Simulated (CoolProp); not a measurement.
Computed with CoolProp (reference Helmholtz-energy equation of state, Thol 2015).

### Question
For octamethylcyclotetrasiloxane (D4), give the phase and the density (kg/m³), cv (kJ/(kg K)), expansivity (1/kK) at 274.55 °C and 1.81 MPa; 303.45 °C and 1.81 MPa.

### Answer
- 274.55 °C and 1.81 MPa: liquid; density 615, cv 1.94, expansivity 3.54
- 303.45 °C and 1.81 MPa: liquid; density 537, cv 2.00, expansivity 6.42
